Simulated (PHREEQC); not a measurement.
0.078 g of hydrous ferric oxide (600 m²/g; 0.2 weak and 0.005 strong sites per Fe, Dzombak-Morel constants, diffuse double layer) in 1 kg of water with 0.1 mol/kgw of an inert sodium salt, at 25 °C; the pH is set by adding NaOH or the inert anion's acid. Oxygen alone is held at its pressure in air (log pO2 = -0.68). CO2 from the air is kept out. Nothing may precipitate in this run.

Model: ion-association model, wateq4f.dat, run in PHREEQC.

```
pH   surface charge σ (C/m²)  surface potential ψ (mV)
---  -----------------------  ------------------------
4                      0.321                       147
4.5                    0.272                       138
5                      0.215                       126
5.5                    0.159                       111
6                      0.111                        93
6.5                    0.074                        74
7                      0.045                        52
7.5                    0.022                        29
8                      0.004                         5
8.5                   -0.014                       -19
9                     -0.034                       -42
9.5                   -0.060                       -65
10                    -0.094                       -85
```

Complexes and solids missing from the database can't appear.
